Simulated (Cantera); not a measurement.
Charge: 1 mol FeS, 460 mol H₂, 5 mol H₂O, equilibrated at 46.0 Pa.

Equilibrium computed with Cantera from the NASA thermochemical tables; the gas is ideal and each condensed phase is pure. Candidate condensed phases: Fe, FeO, Fe(OH)₂, Fe(OH)₃, FeS, FeSO₄, FeS₂, Fe₂O₃, Fe₂(SO₄)₃, Fe₃O₄, H₂O, H₂SO₄, S; 22 gas species. Mutual solubility and eutectic melting of coexisting phases are not modelled. FeS: taken at fixed stoichiometry. Equilibrium is a limit: real reactors are often held back by kinetics, nucleation or transport.

At 1073 K, list the 3 most abundant gas species with their mole fractions, and the condensed phases.

H₂ 0.987, H₂O 0.0108, H₂S 0.00187. Condensed: Fe(α) + FeS(s).
